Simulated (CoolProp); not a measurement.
Water at 452.79 K and 1.95 MPa is throttled through a valve to 0.0932 MPa with no heat exchange. Each further row changes one setting.

Model: reference Helmholtz-energy equation of state, Wagner 2002, in CoolProp.

| case | temperature change (K) | final phase | final density (kg/m³) |
|---|---|---|---|
| as stated | -82.0 | two-phase, vapour fraction 0.156 | 3.53 |
| outlet pressure 0.028 MPa | -112.1 | two-phase, vapour fraction 0.205 | 0.874 |
| outlet pressure 0.121 MPa | -74.6 | two-phase, vapour fraction 0.143 | 4.90 |
